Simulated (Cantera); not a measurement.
A Cantera script and what it prints.

```python
import numpy as np
import cantera as ct

gas_names = """
    H HI HO2 H2 H2O H2O2 I I2 O OH O2 O3
""".split()
cond_names = """
    H2O(s) H2O(L) I2(cr) I2(L)
""".split()


# ... load() reads the species with a 1 bar reference pressure and builds the phases ...
atoms = {
    'HI': {'H': 1, 'I': 1},
    'O2': {'O': 2},
    'H2': {'H': 2},
}
top_T = {}  # K; cautious upper limits of use, not melting points


# ... equilibrate(T, P, feed) seeds the gas with the atoms and calls Mixture.equilibrate('TP', solver="vcs", rtol=1e-11, max_steps=5000) ...
results = []
feed = {'HI': 1, 'O2': 0.08, 'H2': 4.4}  # mol
P = 1333.22  # Pa
for T in [1675, 1775, 1875, 1975, 2075, 2175, 2275, 2375]:
    mix = equilibrate(T, P, feed)
    results.append((T, P, feed, dict(zip(mix.species_names, mix.species_moles))))

top = {s: max(r[3][s] / sum(r[3][g] for g in gas_names) for r in results) for s in gas_names}
cols = sorted((s for s in top if top[s] > 0.001), key=lambda s: -top[s])[:5]
seen = [c for c in cond_names if any(r[3].get(c, 0) > 1e-12 for r in results)]
print("log10 of partial pressures in bar; condensed amounts in mol")
print(f"{'T/K':>10s}" + "".join(f"{s[:9]:>10s}" for s in cols + seen))
for T, P, feed, n in results:
    ng = sum(n[g] for g in gas_names)
    print(f"{T:10.4g}" + "".join(f"{np.log10(max(n[s] / ng * P / 1e5, 1e-99)):10.3f}" for s in cols)
          + "".join(f"{n.get(c, 0):10.4g}" for c in seen))
```

It prints:

```
log10 of partial pressures in bar; condensed amounts in mol
       T/K        H2         I         H       H2O        HI
      1675    -1.972    -2.709    -4.921    -3.437    -3.483
      1775    -1.972    -2.692    -4.525    -3.438    -3.616
      1875    -1.973    -2.681    -4.170    -3.440    -3.739
      1975    -1.976    -2.674    -3.852    -3.442    -3.854
      2075    -1.981    -2.670    -3.565    -3.446    -3.962
      2175    -1.989    -2.670    -3.306    -3.451    -4.065
      2275    -2.003    -2.673    -3.072    -3.461    -4.166
      2375    -2.024    -2.679    -2.863    -3.476    -4.266
```

Method: chemical equilibrium by Gibbs-energy minimisation in Cantera with the NASA 1993 tables (ideal gas, pure condensed phases).
